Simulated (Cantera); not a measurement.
Source: NASA polynomial tables (part measured, part estimated), evaluated in Cantera. Values are per mole of reaction as written; species without (g) are pure solids or liquids, kept so even where they would boil at 1 bar. ZrN: taken at fixed stoichiometry.

Problem. Between 1200 and 2800 K, where is each reaction favourable under standard conditions?
- 2 N2O(g) + 4 ZrO2(g) ⇌ 4 ZrN + 5 O2(g)

Solution. 
- 2 N2O(g) + 4 ZrO2(g) ⇌ 4 ZrN + 5 O2(g): ΔG° is -91 kJ at 1200 K and 319 kJ at 2800 K; it changes sign between 1400 and 1600 K. ΔH° is -312 kJ and ΔS° -225 J/K at 2800 K.
